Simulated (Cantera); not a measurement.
Transport properties of process gases

Gas mixture: N₂O : NO = 0.093 : 0.7 (molar parts), at 21.8 Torr, frozen composition.

Cantera's kinetic-theory transport with the Lennard-Jones parameters of GRI-Mech 3.0, ideal gas; thermal conductivity in the mixture-averaged form. The composition is frozen, though it would react at the higher temperatures.

```tsv
T (K)	ρ (kg/m³)	cp (J/kg/K)	μ (µPa s)	λ (mW/m/K)	Pr	D (cm²/s) CO₂	D (cm²/s) N₂	D (cm²/s) C₂H₂
400	0.0276	994.0	22.6	31.5	0.712	8.75	11.5	9.30
650	0.0170	1066	31.9	47.8	0.712	20.6	26.3	21.8
900	0.0123	1132	39.7	62.9	0.715	36.1	45.4	38.0
1150	0.00960	1175	46.7	76.8	0.714	54.6	68.4	57.5
1400	0.00788	1205	53.1	89.7	0.713	75.9	94.8	79.9
1650	0.00669	1228	59.1	102	0.714	99.9	125	105
1900	0.00581	1246	64.8	113	0.714	126	157	133
2150	0.00513	1259	70.2	124	0.714	155	193	163
```
D: mixture-averaged diffusion coefficient of that species in the mixture.
